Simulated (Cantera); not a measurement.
What does this Cantera script print?

```python
import numpy as np
import cantera as ct

gas_names = """
    OH H
""".split()
cond_names = """
    Nb(cr) Nb(L) Nb2O5(s) Nb2O5(L)
""".split()


# ... load() reads the species with a 1 bar reference pressure and builds the phases ...
species = {s.name: s for s in load("nasa_gas.yaml", gas_names) + load("nasa_condensed.yaml", cond_names)}
# Each term lists the table entries of one substance; the one whose range holds T is used.
reactions = {
    '2 Nb + 5 OH(g) = Nb2O5 + 5 H(g)':
        [(-2, ['Nb(cr)', 'Nb(L)']), (-5, ['OH']), (1, ['Nb2O5(s)', 'Nb2O5(L)']), (5, ['H'])],
}


def pick(names, T):
    return next(species[n] for n in names if species[n].thermo.min_temp <= T <= species[n].thermo.max_temp)


results = []
for label, terms in reactions.items():
    print(label)
    print("     T/K   dH/kJ  dS/(J/K)   dG/kJ   log10 K")
    for T in [300, 2325, 2375, 2425, 2475, 2525, 2575, 2625, 2675, 2725, 2775, 2825]:
        used = [(nu, pick(names, T)) for nu, names in terms]
        dH = sum(nu * s.thermo.h(T) for nu, s in used) / 1e6
        dS = sum(nu * s.thermo.s(T) for nu, s in used) / 1e3
        dG = dH - T * dS / 1e3
        logK = -dG * 1e6 / (ct.gas_constant * T * np.log(10))
        results.append((label, T, dH, dS, dG, logK, [s.name for _, s in used]))
        print(f"{T:8g} {dH:8.1f} {dS:8.1f} {dG:8.1f} {logK:8.2f}")
```

It prints:

```
2 Nb + 5 OH(g) = Nb2O5 + 5 H(g)
     T/K   dH/kJ  dS/(J/K)   dG/kJ   log10 K
     300  -1006.2   -280.4   -922.1   160.55
    2325   -753.0    -86.6   -551.8    12.40
    2375   -748.3    -84.6   -547.5    12.04
    2425   -743.7    -82.6   -543.3    11.70
    2475   -739.2    -80.8   -539.2    11.38
    2525   -734.7    -79.0   -535.2    11.07
    2575   -730.4    -77.3   -531.3    10.78
    2625   -726.2    -75.7   -527.5    10.50
    2675   -722.1    -74.2   -523.7    10.23
    2725   -718.1    -72.7   -520.1     9.97
    2775   -767.6    -90.7   -516.0     9.71
    2825   -762.8    -89.0   -511.5     9.46
```

Source: NASA polynomial tables (part measured, part estimated), evaluated in Cantera. Condensed species are held in their standard states even where they would react or evaporate.
